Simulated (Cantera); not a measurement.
## Stirred combustor or abatement burner

A perfectly stirred reactor is fed with 1.73 % C₃H₈, 20.6 % O₂, 77.6 % N₂, at 750 Torr; it is adiabatic with a 750 K inlet, and is followed from long to short residence time, starting on the burning branch (τ in s: 0.024, 0.014, 0.0087, 0.0052, 0.0031, 0.0019, 0.0011, 0.00069, 0.00041, 0.00025, 0.00015, 9e-05, 5.4e-05).

Detailed kinetics in Cantera: GRI-Mech 3.0 (53 species, 325 reactions). GRI-Mech 3.0 was tuned for natural gas; its chemistry of propane as a main component is partial and can be far from experiment.

```
τ (s)    T (K)    x C₃H₈   x O₂   x H₂O   x C₂H₂      x H₂    x NO₂    x HCN
-------  -----  --------  -----  ------  -------  --------  -------  -------
0.024     1706   2.50e-6  0.117  0.0672  1.18e-6  0.000123  2.33e-8  2.16e-9
0.014     1701   3.53e-6  0.117  0.0670  1.34e-6  0.000171  1.85e-8  2.37e-9
0.0087    1695   4.77e-6  0.117  0.0668  1.50e-6  0.000227  1.48e-8  2.64e-9
0.0052    1686   6.61e-6  0.118  0.0665  1.70e-6  0.000307  1.14e-8  3.11e-9
0.0031    1674   9.23e-6  0.118  0.0661  1.94e-6  0.000410  8.76e-9  3.92e-9
0.0019    1660   1.29e-5  0.118  0.0657  2.22e-6  0.000535  6.89e-9  5.18e-9
0.0011    1639   1.92e-5  0.119  0.0652  2.66e-6  0.000708  5.31e-9  7.47e-9
0.00069   1615   2.80e-5  0.120  0.0646  3.26e-6  0.000891  4.22e-9  1.06e-8
0.00041   1581   4.59e-5  0.122  0.0639  4.47e-6   0.00115  3.14e-9  1.60e-8
0.00025   1536   8.35e-5  0.125  0.0629  7.17e-6   0.00152  2.20e-9  2.45e-8
0.00015   1445  0.000254  0.132  0.0602  2.18e-5   0.00258  1.18e-9  3.78e-8
9.0e-5     750    0.0173  0.206  <1e-12   <1e-12    <1e-12   <1e-12   <1e-12
5.4e-5     750    0.0173  0.206  <1e-12   <1e-12    <1e-12   <1e-12   <1e-12
```
x: mole fraction; the columns are a selection and need not sum to one.
